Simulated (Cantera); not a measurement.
A Cantera script and its output.

```python
import numpy as np
import cantera as ct

gas = ct.Solution("gri30.yaml")
gas.TPX = 1648, 350000, {'CH4': 1, 'CO': 0.23, 'O2': 5.72, 'N2': 21.5, 'H2O': 6.4}
reactor = ct.IdealGasReactor(gas, energy="on", clone=False)
net = ct.ReactorNet([reactor])
net.rtol, net.atol = 1e-08, 1e-16
show = ['CH4', 'CO', 'O2', 'N2O', 'CH2', 'HCN']
times = np.geomspace(2e-06, 0.7, 11)

steps = ct.SolutionArray(gas, extra=["t"])
rows = []
print(f"{'t/s':>10s}{'T/K':>9s}{'P/Pa':>11s}" + "".join(f"{s:>11s}" for s in show))
for t in times:
    while net.time < t:
        t_next = net.step()
        steps.append(gas.state, t=t_next)
    rows.append([np.interp(t, steps.t, y) for y in (steps.T, steps.P, *steps(*show).X.T)])
    print(f"{t:10.3e}{rows[-1][0]:9.1f}{rows[-1][1]:11.4g}" + "".join(f"{x:11.3e}" for x in rows[-1][2:]))
rate = np.gradient(steps.T, steps.t)
print("integrator steps:", len(steps.t))
if steps.T.max() > steps.T[0] + 200:
    print(f"time of steepest temperature rise: {steps.t[rate.argmax()]:.4e} s")
gas.TPX = 1648, 350000, {'CH4': 1, 'CO': 0.23, 'O2': 5.72, 'N2': 21.5, 'H2O': 6.4}
gas.equilibrate("UV")
print(f"equilibrium (UV): T = {gas.T:.1f} K  " + "  ".join(f"{s} {gas[s].X[0]:.3e}" for s in show))
```

Result:

```
       t/s      T/K       P/Pa        CH4         CO         O2        N2O        CH2        HCN
 2.000e-06   1648.0    3.5e+05  2.869e-02  6.600e-03  1.641e-01  1.041e-11  1.313e-11  1.962e-16
 7.169e-06   1647.9    3.5e+05  2.867e-02  6.599e-03  1.641e-01  7.350e-11  1.786e-10  3.754e-15
 2.569e-05   1648.0    3.5e+05  2.849e-02  6.597e-03  1.640e-01  5.621e-10  4.459e-09  1.058e-13
 9.210e-05   1708.5   3.64e+05  1.937e-02  9.658e-03  1.563e-01  2.594e-08  1.913e-06  7.953e-10
 3.301e-04   2357.8  5.008e+05  1.832e-18  8.042e-04  1.019e-01  1.115e-06  3.726e-18  2.933e-13
 1.183e-03   2357.0  5.007e+05  3.312e-19  8.015e-04  1.017e-01  1.113e-06  2.835e-19  3.128e-13
 4.241e-03   2354.6  5.001e+05  3.208e-19  7.924e-04  1.011e-01  1.106e-06  2.709e-19  3.752e-13
 1.520e-02   2347.4  4.985e+05  2.924e-19  7.671e-04  9.957e-02  1.097e-06  2.370e-19  5.140e-13
 5.449e-02   2337.7  4.964e+05  2.562e-19  7.333e-04  9.741e-02  1.102e-06  1.956e-19  6.321e-13
 1.953e-01   2335.8   4.96e+05  2.496e-19  7.269e-04  9.700e-02  1.105e-06  1.883e-19  6.474e-13
 7.000e-01   2335.8   4.96e+05  2.496e-19  7.269e-04  9.699e-02  1.105e-06  1.883e-19  6.474e-13
integrator steps: 1547
time of steepest temperature rise: 1.0191e-04 s
equilibrium (UV): T = 2335.8 K  CH4 3.706e-19  CO 7.269e-04  O2 9.699e-02  N2O 1.105e-06  CH2 3.324e-19  HCN 6.474e-13
```

Cantera simulation using GRI-Mech 3.0 (53 species, 325 reactions); the numbers are that mechanism's predictions, not measurements.
